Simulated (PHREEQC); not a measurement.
1.7 g of hydrous ferric oxide (600 m²/g; 0.2 weak and 0.005 strong sites per Fe, Dzombak-Morel constants, diffuse double layer) in 1 kg of water with 0.1 mol/kgw of an inert sodium salt and 6.6e-05 mol NaH2PO4, at 25 °C; the pH is set by adding NaOH or the inert anion's acid. Oxygen alone is held at its pressure in air (log pO2 = -0.68). No CO2 enters from the air. Precipitation was switched off in this run.

Computed with PHREEQC (ion-association model, wateq4f.dat).

Question: Predict surface charge σ (C/m²) at pH = 4.5, 5.62, 6.75.

Answer: 
| pH | surface charge σ (C/m²) |
|---|---|
| 4.5 | 0.266 |
| 5.62 | 0.142 |
| 6.75 | 0.055 |

Complexes and solids missing from the database can't appear. H3PO4, which wateq4f.dat lacks, is added to it with the constant of phreeqc.dat. The oxide is taken as insoluble; below pH 4 it would dissolve.
